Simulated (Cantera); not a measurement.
A closed system holds: 1 mol Si, 2.9 mol H₂O, 9.2 mol N₂, equilibrated at 1075 °C and 0.510 bar.

Cantera equilibrium calculation (NASA polynomials, part measured and part estimated; ideal gas, pure solids and liquids). Candidate condensed phases: H₂O, Si, SiO₂, Si₂N₂O, Si₃N₄; 35 gas species. The tables hold silica as quartz up to 1696 K and as liquid above; real silica turns to tridymite and cristobalite and melts near 1996 K. Gases not in the tables: Si(OH)₄. The numbers say what is thermodynamically allowed, not how fast it happens.

Base state: N₂ 0.760, H₂ 0.165, H₂O 0.0744 (mole fractions); condensed: SiO₂(β-quartz).

**Question.** What changes in the equilibrium state with this change: Si replaced by Fe?

**Answer.** 
```
species              before   after
-------------------  ------  ------
N₂                    0.760   0.760
H₂O                  0.0744   0.157
H₂                    0.165  0.0826
SiO₂(β-quartz), mol    1.00       0
FeO(s), mol               0   1.000
```
The tables' stoichiometric FeO is somewhat more stable than real wüstite, so its field is too wide. FeO: taken at fixed stoichiometry. Further candidate phases: Fe, FeO, Fe(OH)₂, Fe(OH)₃, Fe₂O₃, Fe₃O₄.
